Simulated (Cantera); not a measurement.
A closed system holds: 1 mol Si3H8, 0.052 mol Cl2, 860 mol H2, equilibrated at 652 °C and 1.70 bar.

Equilibrium computed with Cantera from the NASA thermochemical tables; the gas is ideal and each condensed phase is pure. Candidate condensed phases: Si; 19 gas species. The feed counts by its element totals alone. Equilibrium is a limit: real reactors are often held back by kinetics, nucleation or transport.

Base state: H2 1.000, HCl 0.000113 (mole fractions); condensed: Si(s).

### Question
What changes in the equilibrium state with this change: Si3H8 replaced by SiH2Cl2?

### Answer
```
species       before     after
----------  --------  --------
H2             1.000     0.999
HCl         0.000113  0.000890
SiHCl3       6.47e-7  0.000320
SiCl4        2.01e-8   7.86e-5
SiH2Cl2      2.05e-6  0.000128
SiH3Cl       1.60e-6   1.27e-5
Si(s), mol      3.00     0.532
```
